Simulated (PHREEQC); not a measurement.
Synthetic water in mg/L, 80 °C, pH 5.91, pe 11.3:

```tsv
constituent	mg/L
Na	4360
K	185
Ca	28.8
Mg	145
Cl	5430
S(6) as SO4	2690
Alkalinity as HCO3	0.293
F	0.65
Cd	353
```

Valence states are taken as typed.

All values are PHREEQC results (ion-association model, phreeqc.dat), not measurements.

This is a speciation only: nothing precipitates in the calculation.

**Question.** Order these S species by the share of S that they hold, largest first: NaSO4-, SO4-2, CdSO4, KSO4-, MgSO4.

**Answer.** SO4-2 (66 %), NaSO4- (21 %), MgSO4 (11 %), KSO4- (1.1 %), CdSO4 (0.66 %)

The pH is 5.91 and the ionic strength 0.221 mol/kgw. Constants without temperature data keep their 25 °C values here.
